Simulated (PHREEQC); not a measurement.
1 kg of water holding 16 mmol/kgw K2SO4 and 25 mmol/kgw NaCl is evaporated at 30 °C; the solids stay in contact with the brine. The system is closed to CO2. Only these solids could form: Arcanite, Glaserite, Halite, Mirabilite, Misenite, Sylvite, Thenardite.

All values are PHREEQC results (Pitzer model, pitzer.dat), not measurements.

```
water left (kg)  ionic strength  water activity  Glaserite (mol)  Cl in solution (mol/kgw)
---------------  --------------  --------------  ---------------  ------------------------
1                        0.0730           0.998                0                    0.0250
0.8219                   0.0888           0.998                0                    0.0304
0.6755                    0.108           0.998                0                    0.0370
0.5552                    0.131           0.997                0                    0.0450
0.4563                    0.160           0.997                0                    0.0548
0.3082                    0.237           0.995                0                    0.0811
0.2533                    0.288           0.994                0                    0.0987
0.2082                    0.351           0.993                0                     0.120
0.1711                    0.427           0.991                0                     0.146
0.1407                    0.519           0.990                0                     0.178
0.1156                    0.631           0.988                0                     0.216
0.09502                   0.768           0.985                0                     0.263
0.06418                    1.14           0.978                0                     0.390
0.05275                    1.38           0.974                0                     0.474
0.04335                    1.68           0.968                0                     0.577
0.03564                    2.05           0.962                0                     0.701
0.0293                     2.49           0.954                0                     0.853
0.02407                    3.03           0.944                0                      1.04
0.01979                    3.69           0.931                0                      1.26
0.01627                    3.88           0.923          0.00164                      1.54
0.01337                    4.04           0.913          0.00315                      1.87
0.00903                    4.56           0.885          0.00530                      2.77
0.007426                   4.95           0.864          0.00604                      3.37
0.006093                   5.46           0.838          0.00662                      4.10
0.005012                   6.11           0.805          0.00706                      4.99
```

Glaserite from water left = 0.01627 kg.

Complexes and solids missing from the database can't appear.
